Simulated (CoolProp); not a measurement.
A single-stage vapour-compression cycle with R134a: evaporating at 239.15 K (dew point), condensing at 287.15 K (bubble point), superheat 5 K, subcooling 0 K, compressor efficiency 0.9, no pressure losses. Each further row changes one setting.

Computed with CoolProp (reference Helmholtz-energy equation of state, Tillner-Roth 1994).

```csv
case,cooling COP,pressure ratio,discharge temperature (K),refrigerating effect (kJ/kg),volumetric capacity (kJ/m³)
as stated,3.64,6.80,308.0,163,586
evaporating temperature 244.15 K,4.25,___,305.5,___,749
condensing temperature 282.15 K,4.18,5.77,302.1,169,611
subcooling 5 K,3.80,6.80,308.0,169,610
superheat 15 K,___,6.80,___,___,587
compressor efficiency 0.8,3.24,6.80,313.9,163,586
```

What belongs in the gaps?


- evaporating temperature 244.15 K, pressure ratio: 5.35
- evaporating temperature 244.15 K, refrigerating effect (kJ/kg): 166
- superheat 15 K, cooling COP: 3.65
- superheat 15 K, discharge temperature (K): 318.4
- superheat 15 K, refrigerating effect (kJ/kg): 170
